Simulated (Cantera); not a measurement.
Charge: 1 mol B2O3, 2.2 mol HF, 2 mol O2, held at 0.00133 bar.

These are equilibrium values from Cantera (NASA tables, ideal gas, pure condensed phases), not measurements of a reactor. Candidate condensed phases: B, B2O3, B3O3H3, H2O; 43 gas species. Gases not in the tables: H3BO3. Rates play no part. All values below are at 1327 °C.

Base state: O2 0.384, BOF 0.293, HF 0.130, H2O 0.104, HBO2 0.0839, B2O3 0.00323, OH 0.00110, BO2 0.00109 (mole fractions); condensed: gas only.

Problem. What changes in the equilibrium state with this change: pressure from 0.00133 bar to 0.133 bar?

Solution. 
```csv
species,before,after
O2,0.384,0.417
BOF,0.293,0.215
HF,0.130,0.173
BF3,0.000177,0.0206
HBO2,0.0839,0.0519
H2O,0.104,0.117
B3O3F3,7.99e-7,0.00316
(HBO2)3,2.25e-8,5.33e-5
BOF2,6.37e-6,0.000190
"B2O3(l), mol",0,0.282
```
